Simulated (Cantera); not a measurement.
Input (Python, Cantera) and output of one run.

```python
import numpy as np
import cantera as ct

gas_names = [...]  # 113 gases of nasa_gas.yaml made of C, H, O, Ti
cond_names = """
    C(gr) C6H6(L) C7H8(L) C8H18(L),n-octa H2O(s) H2O(L) Ti(a) Ti(b) Ti(L) TiC(s) TiC(L) TiO(a) TiO(b)
    TiO(L) TiO2(ru) TiO2(L) Ti2O3(a) Ti2O3(b) Ti2O3(L) Ti3O5(a) Ti3O5(b) Ti3O5(L) Ti4O7(s) Ti4O7(L)
""".split()


# ... load() reads the species with a 1 bar reference pressure and builds the phases ...
atoms = {
    'Ti': {'Ti': 1},
    'CO': {'C': 1, 'O': 1},
    'H2': {'H': 2},
}
top_T = {'C(gr)': 4500}  # K; cautious upper limits of use, not melting points


# ... equilibrate(T, P, feed) seeds the gas with the atoms and calls Mixture.equilibrate('TP', solver="vcs", rtol=1e-11, max_steps=5000) ...
results = []
feed = {'Ti': 1, 'CO': 11, 'H2': 9.6}  # mol
T = 1400  # K
for P in [10, 61, 370, 2200, 13000, 82000, 500000, 3000000]:
    mix = equilibrate(T, P, feed)
    results.append((T, P, feed, dict(zip(mix.species_names, mix.species_moles))))

top = {s: max(r[3][s] / sum(r[3][g] for g in gas_names) for r in results) for s in gas_names}
cols = sorted((s for s in top if top[s] > 0.001), key=lambda s: -top[s])[:7]
seen = [c for c in cond_names if any(r[3].get(c, 0) > 1e-12 for r in results)]
print("log10 of partial pressures in bar; condensed amounts in mol")
print(f"{'P/Pa':>10s}" + "".join(f"{s[:9]:>10s}" for s in cols + seen))
for T, P, feed, n in results:
    ng = sum(n[g] for g in gas_names)
    print(f"{P:10.4g}" + "".join(f"{np.log10(max(n[s] / ng * P / 1e5, 1e-99)):10.3f}" for s in cols)
          + "".join(f"{n.get(c, 0):10.4g}" for c in seen))
```

Output:

```
log10 of partial pressures in bar; condensed amounts in mol
      P/Pa        CO        H2       CH4       H2O       CO2     C(gr)    TiC(s)  TiO2(ru)  Ti2O3(b)  Ti3O5(b)
        10    -4.284    -4.319   -12.840    -9.194    -9.496         0    0.6001         0       0.2         0
        61    -3.499    -3.534   -10.798    -8.095    -8.397         0    0.6002         0    0.1999         0
       370    -2.716    -2.751    -8.762    -6.999    -7.301         0    0.6003         0    0.1998         0
      2200    -1.942    -1.976    -6.749    -5.915    -6.217         0    0.6006         0    0.1997         0
   1.3e+04    -1.193    -1.181    -4.727    -4.803    -5.152     1.667         0         0         0    0.3333
   8.2e+04    -0.394    -0.382    -3.130    -3.205    -3.553      1.67         0         0         0    0.3333
     5e+05     0.381     0.404    -1.557    -1.644    -2.003     2.018         0         1         0         0
     3e+06     1.147     1.147    -0.070    -0.134    -0.471     2.128         0         1         0         0
```

Equilibrium computed with Cantera from the NASA thermochemical tables; the gas is ideal and each condensed phase is pure. Mutual solubility and eutectic melting of coexisting phases are not modelled. TiC: taken at fixed stoichiometry. Condensed phases not in the tables: Magnéli phases beyond Ti4O7. Gases not in the tables: TiO(OH)2.
